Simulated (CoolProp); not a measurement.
Vapour-liquid equilibrium of n-hexane (1) + p-xylene (2) at 93.05 °C; x and y are mole fractions of (1).

The numbers come from the multi-fluid Helmholtz-energy mixture model, Thol 2019 and Zhou 2012; pair parameters Bell 2016 in CoolProp.

```tsv
x	bubble pressure (kPa)	y at the bubble point	dew pressure at overall composition x (kPa)	liquid density (mol/L)
0.05	36.78	0.342	26.48	7.473
0.125	53.09	0.574	28.53	7.431
0.2	68.35	0.692	30.94	7.388
0.275	82.72	0.765	33.78	7.343
0.35	96.34	0.815	37.18	7.297
0.425	109.4	0.852	41.35	7.250
0.5	122.0	0.881	46.54	7.200
0.575	134.3	0.905	53.19	7.150
0.65	146.4	0.926	62.00	7.097
0.725	158.5	0.944	74.17	7.043
0.8	170.8	0.960	91.85	6.987
0.875	183.3	0.976	119.1	6.929
0.95	196.3	0.990	163.1	6.869
```

No azeotrope shows between x = 0.05 and 0.95.

The pair parameters rest on a limited set of measurements; away from them the model extrapolates.
